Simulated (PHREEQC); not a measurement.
Consider water at 25 °C with 0.022 mol H3PO4, 5.8e-05 mol NaOH and 0.019 mol CO2 per kg of water. Closed to the air; pH follows from the charge balance.

Model: ion-association model, phreeqc.dat, run in PHREEQC.

No solid was allowed to form.

Question: Estimate the pH, specific conductance.

Answer: pH 2.04; specific conductance 3530 µS/cm.

Question: In which forms is P present?

Answer: H3PO4 55 %, H2PO4- 45 % of the P.
